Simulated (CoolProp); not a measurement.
The numbers come from the reference Helmholtz-energy equation of state, Smukala 2000 in CoolProp.

### Question
For ethylene, give the phase and the cp (kJ/(kg K)), cv (kJ/(kg K)), Joule-Thomson coefficient (K/MPa) at 249.7 K and 0.0399 MPa; 249.7 K and 0.365 MPa; 249.7 K and 3.34 MPa.

### Answer
- 249.7 K and 0.0399 MPa: gas; cp 1.38, cv 1.08, Joule-Thomson coefficient 15.7
- 249.7 K and 0.365 MPa: gas; cp 1.44, cv 1.10, Joule-Thomson coefficient 16.1
- 249.7 K and 3.34 MPa: liquid; cp 3.20, cv 1.36, Joule-Thomson coefficient 0.411
